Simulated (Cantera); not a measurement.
## Transport properties of process gases

Gas mixture: C3H8 : CO : H2O = 0.98 : 0.47 : 0.6 (molar parts), at 1.20 bar, frozen composition.

Cantera's kinetic-theory transport with the Lennard-Jones parameters of GRI-Mech 3.0, ideal gas; thermal conductivity in the multicomponent form. Polar gases are described roughly by these parameters. The composition is frozen, though it would react at the higher temperatures.

```tsv
T (K)	ρ (kg/m³)	cp (J/kg/K)	μ (µPa s)	λ (mW/m/K)	Pr	D (cm²/s) C2H2	D (cm²/s) NH3	D (cm²/s) H
400	1.18	1884	13.3	32.8	0.765	0.174	0.220	1.27
550	0.860	2292	17.6	51.4	0.786	0.313	0.408	2.26
700	0.676	2635	21.6	71.1	0.799	0.483	0.644	3.46
850	0.557	2915	25.2	91.0	0.807	0.679	0.922	4.85
1000	0.473	3148	28.6	111	0.813	0.900	1.24	6.40
1150	0.411	3322	31.7	129	0.815	1.14	1.59	8.12
1300	0.364	3475	34.7	148	0.818	1.41	1.97	10.00
1450	0.326	3609	37.6	166	0.819	1.70	2.39	12.0
```
D: mixture-averaged diffusion coefficient of that species in the mixture.
